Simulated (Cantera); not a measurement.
A Cantera script and what it prints.

```python
import numpy as np
import cantera as ct

gas_names = """
    C CO CO2 C2 C2O C3 C3O2 C4 C5 Fe FeC5O5 FeO O O2 O3
""".split()
cond_names = """
    C(gr) Fe(a) Fe(c) Fe(d) Fe(L) FeC5O5(L) FeO(s) FeO(L) Fe2O3(s) Fe3O4(s)
""".split()


# ... load() reads the species with a 1 bar reference pressure and builds the phases ...
atoms = {
    'Fe2O3': {'Fe': 2, 'O': 3},
    'CO': {'C': 1, 'O': 1},
}
top_T = {'C(gr)': 4500, 'Fe2O3(s)': 1830, 'Fe3O4(s)': 1870}  # K; cautious upper limits of use, not melting points


# ... equilibrate(T, P, feed) seeds the gas with the atoms and calls Mixture.equilibrate('TP', solver="vcs", rtol=1e-11, max_steps=5000) ...
results = []
feed = {'Fe2O3': 1, 'CO': 3.5}  # mol
for P in [10, 36, 130, 460, 1700, 6000, 22000, 77000, 280000, 1000000]:
    for T in [1125, 1225, 1325, 1425, 1525, 1625, 1725, 1825, 1925, 2025, 2125, 2225, 2325, 2425]:
        mix = equilibrate(T, P, feed)
        results.append((T, P, feed, dict(zip(mix.species_names, mix.species_moles))))

for T, P, feed, n in results:
    print(f"{T:7g} {P:10.4g}  " + (" + ".join(c for c in cond_names if n.get(c, 0) > 1e-12) or "gas only"))
```

Output:

```
   1125         10  FeO(s)
   1225         10  FeO(s)
   1325         10  FeO(s)
   1425         10  FeO(s)
   1525         10  FeO(s)
   1625         10  FeO(s)
   1725         10  FeO(L)
   1825         10  FeO(L)
   1925         10  FeO(L)
   2025         10  gas only
   2125         10  gas only
   2225         10  gas only
   2325         10  gas only
   2425         10  gas only
   1125         36  FeO(s)
   1225         36  FeO(s)
   1325         36  FeO(s)
   1425         36  FeO(s)
   1525         36  FeO(s)
   1625         36  FeO(s)
   1725         36  FeO(L)
   1825         36  FeO(L)
   1925         36  FeO(L)
   2025         36  FeO(L)
   2125         36  FeO(L)
   2225         36  gas only
   2325         36  gas only
   2425         36  gas only
   1125        130  FeO(s)
   1225        130  FeO(s)
   1325        130  FeO(s)
   1425        130  FeO(s)
   1525        130  FeO(s)
   1625        130  FeO(s)
   1725        130  FeO(L)
   1825        130  FeO(L)
   1925        130  FeO(L)
   2025        130  FeO(L)
   2125        130  FeO(L)
   2225        130  FeO(L)
   2325        130  gas only
   2425        130  gas only
   1125        460  FeO(s)
   1225        460  FeO(s)
   1325        460  FeO(s)
   1425        460  FeO(s)
   1525        460  FeO(s)
   1625        460  FeO(s)
   1725        460  FeO(L)
   1825        460  FeO(L)
   1925        460  FeO(L)
   2025        460  FeO(L)
   2125        460  FeO(L)
   2225        460  FeO(L)
   2325        460  FeO(L)
   2425        460  gas only
   1125       1700  FeO(s)
   1225       1700  FeO(s)
   1325       1700  FeO(s)
   1425       1700  FeO(s)
   1525       1700  FeO(s)
   1625       1700  FeO(s)
   1725       1700  FeO(L)
   1825       1700  FeO(L)
   1925       1700  FeO(L)
   2025       1700  FeO(L)
   2125       1700  FeO(L)
   2225       1700  FeO(L)
   2325       1700  FeO(L)
   2425       1700  FeO(L)
   1125       6000  FeO(s)
   1225       6000  FeO(s)
   1325       6000  FeO(s)
   1425       6000  FeO(s)
   1525       6000  FeO(s)
   1625       6000  FeO(s)
   1725       6000  FeO(L)
   1825       6000  FeO(L)
   1925       6000  FeO(L)
   2025       6000  FeO(L)
   2125       6000  FeO(L)
   2225       6000  FeO(L)
   2325       6000  FeO(L)
   2425       6000  FeO(L)
   1125    2.2e+04  FeO(s)
   1225    2.2e+04  FeO(s)
   1325    2.2e+04  FeO(s)
   1425    2.2e+04  FeO(s)
   1525    2.2e+04  FeO(s)
   1625    2.2e+04  FeO(s)
   1725    2.2e+04  FeO(L)
   1825    2.2e+04  FeO(L)
   1925    2.2e+04  FeO(L)
   2025    2.2e+04  FeO(L)
   2125    2.2e+04  FeO(L)
   2225    2.2e+04  FeO(L)
   2325    2.2e+04  FeO(L)
   2425    2.2e+04  FeO(L)
   1125    7.7e+04  FeO(s)
   1225    7.7e+04  FeO(s)
   1325    7.7e+04  FeO(s)
   1425    7.7e+04  FeO(s)
   1525    7.7e+04  FeO(s)
   1625    7.7e+04  FeO(s)
   1725    7.7e+04  FeO(L)
   1825    7.7e+04  FeO(L)
   1925    7.7e+04  FeO(L)
   2025    7.7e+04  FeO(L)
   2125    7.7e+04  FeO(L)
   2225    7.7e+04  FeO(L)
   2325    7.7e+04  FeO(L)
   2425    7.7e+04  FeO(L)
   1125    2.8e+05  FeO(s)
   1225    2.8e+05  FeO(s)
   1325    2.8e+05  FeO(s)
   1425    2.8e+05  FeO(s)
   1525    2.8e+05  FeO(s)
   1625    2.8e+05  FeO(s)
   1725    2.8e+05  FeO(L)
   1825    2.8e+05  FeO(L)
   1925    2.8e+05  FeO(L)
   2025    2.8e+05  FeO(L)
   2125    2.8e+05  FeO(L)
   2225    2.8e+05  FeO(L)
   2325    2.8e+05  FeO(L)
   2425    2.8e+05  FeO(L)
   1125      1e+06  C(gr) + FeO(s)
   1225      1e+06  FeO(s)
   1325      1e+06  FeO(s)
   1425      1e+06  FeO(s)
   1525      1e+06  FeO(s)
   1625      1e+06  FeO(s)
   1725      1e+06  FeO(L)
   1825      1e+06  FeO(L)
   1925      1e+06  FeO(L)
   2025      1e+06  FeO(L)
   2125      1e+06  FeO(L)
   2225      1e+06  FeO(L)
   2325      1e+06  FeO(L)
   2425      1e+06  FeO(L)
```

Method: chemical equilibrium by Gibbs-energy minimisation in Cantera with the NASA 1993 tables (ideal gas, pure condensed phases). The tables' stoichiometric FeO is somewhat more stable than real wüstite, so its field is too wide. FeO: taken at fixed stoichiometry.
